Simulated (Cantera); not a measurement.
# Premixed flame

A freely propagating, adiabatic, planar premixed flame of 30.3 % H₂, 13.8 % O₂, 51.9 % N₂, 3.95 % H₂O, unburnt at 573 K and 480 Torr; multicomponent+Soret transport, grid criteria slope 0.08 and curve 0.16, no radiation.

Detailed kinetics in Cantera: the H2/O2 subset of GRI-Mech 3.0, which has no nitrogen chemistry. Burning velocities carry a grid error of a few per cent, more on coarse grids.

```tsv
z (mm)	T (K)	u (m/s)	x H₂	x O₂	x H₂O	x H	x H₂O₂	x O
-2.37	573	6.25	0.303	0.138	0.0395	<1e-8	<1e-8	<1e-8
-1.58	573	6.25	0.303	0.138	0.0395	<1e-8	<1e-8	<1e-8
-1.19	573	6.25	0.303	0.138	0.0395	<1e-8	<1e-8	<1e-8
-0.791	573	6.25	0.303	0.138	0.0395	<1e-8	<1e-8	<1e-8
-0.396	580	6.28	0.298	0.139	0.0401	5.81e-5	1.91e-6	3.32e-6
-0.198	745	7.85	0.265	0.137	0.0550	0.00405	1.41e-5	0.000197
0	1185	12.1	0.165	0.0976	0.140	0.0364	3.74e-6	0.00475
0.198	1503	15.2	0.0750	0.0393	0.243	0.0630	2.61e-6	0.0106
0.396	1648	16.6	0.0596	0.0252	0.269	0.0598	1.61e-6	0.0110
0.791	1801	18.0	0.0587	0.0205	0.280	0.0479	8.48e-7	0.00961
1.58	1959	19.3	0.0576	0.0167	0.292	0.0353	4.48e-7	0.00751
3.17	2110	20.6	0.0543	0.0128	0.306	0.0243	2.64e-7	0.00528
6.33	2242	21.6	0.0494	0.00921	0.320	0.0157	1.78e-7	0.00333
```
x: mole fraction of selected species; z is measured from the peak of heat release.

```
Property                    Result
------------------------  --------
laminar burning velocity  625 cm/s
thermal thickness         0.791 mm
peak x(H)                   0.0634
peak x(H₂O₂)               1.42e-5
peak x(O)                   0.0111
grid points                    130
```
